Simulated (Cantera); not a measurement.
An adiabatic, constant-volume homogeneous reactor starts with 4.61 % C3H8, 8.76 % O2, 86.6 % N2, equivalence ratio 2.6, at 1300 K and 101000 Pa.

Cantera simulation using GRI-Mech 3.0 (53 species, 325 reactions); the numbers are that mechanism's predictions, not measurements. GRI-Mech 3.0 was tuned for natural gas; its chemistry of propane as a main component is partial and can be far from experiment.

One state of this run: T (K) = 1956; P (bar) = 1.81; x C3H8 = <1e-12; x O2 = 9.60e-10; x H2 = 0.128; x NO = 1.07e-5; x CH4 = 9.60e-5; x O = 1.09e-8. x: mole fraction; the columns are a selection and need not sum to one.

Q: Which value of t (s) does it belong to?
A. 0.00141
B. 0.000381
C. 0.269
D. 0.0195

A: C, 0.269
